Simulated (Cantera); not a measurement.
Feed: 1 mol PbO, 0.62 mol CO, 0.28 mol H2, at 1300 K and 36.0 Pa.

Cantera equilibrium calculation (NASA polynomials, part measured and part estimated; ideal gas, pure solids and liquids). Candidate condensed phases: C, C6H6, C7H8, C8H18, H2O, Pb, PbO, PbO2, Pb3O4; 113 gas species. Equilibrium is a limit: real reactors are often held back by kinetics, nucleation or transport.

Problem. What is the equilibrium state?

Solution. x(Pb): 0.473
x(CO2): 0.326
x(H2O): 0.147
x(PbO): 0.0531
x(CO): 0.000427
x(H2): 0.000109
x(O2): 3.79e-5
x(OH): 1.07e-5
x(Pb2): 2.92e-6
gas amount: 1.900 mol
log10 activity of Pb(l) (absent): -1.19
log10 activity of C(graphite) (absent): -11.98
